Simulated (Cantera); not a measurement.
Cantera run:

```python
import numpy as np
import cantera as ct

gas_names = """
    CL CL2 N N2 Si SiCL SiCL2 SiCL3 SiCL4 SiN Si2 Si2N Si3
""".split()
cond_names = """
    Si(cr) Si(L) Si3N4(a)
""".split()


# ... load() reads the species with a 1 bar reference pressure and builds the phases ...
atoms = {
    'Si': {'Si': 1},
    'Cl2': {'CL': 2},
    'N2': {'N': 2},
}
top_T = {'Si3N4(a)': 2400}  # K; cautious upper limits of use, not melting points


# ... equilibrate(T, P, feed) seeds the gas with the atoms and calls Mixture.equilibrate('TP', solver="vcs", rtol=1e-11, max_steps=5000) ...
results = []
feed = {'Si': 1, 'Cl2': 1.5, 'N2': 1.2}  # mol
T = 1175  # K
P = 10000  # Pa
mix = equilibrate(T, P, feed)
results.append((T, P, feed, dict(zip(mix.species_names, mix.species_moles))))
x = sorted(zip(gas.X, gas.species_names), reverse=True)
print(f"T = {T:g} K  P = {P:g} Pa  gas = {mix.phase_moles(0):.4g} mol")
print("   x: " + "  ".join(f"{s} {v:.3e}" for v, s in x if v > 0.001))
print("   condensed (mol): " + ("  ".join(f"{mix.phase(i).name} {mix.phase_moles(i):.4g}"
      for i in range(1, mix.n_phases) if mix.phase_moles(i) > 1e-12) or "none"))
```

Result:

```
T = 1175 K  P = 10000 Pa  gas = 1.786 mol
   x: N2 5.792e-01  SiCL4 4.180e-01  SiCL3 2.633e-03
   condensed (mol): Si3N4(a) 0.08289
```

Equilibrium computed with Cantera from the NASA thermochemical tables; the gas is ideal and each condensed phase is pure. N2 is the only nitrogen source here; it is nearly inert below about 1500 K, so the nitride shown seldom forms there in practice. The tables' values for SiCl3 are old estimates; treat these amounts as uncertain.
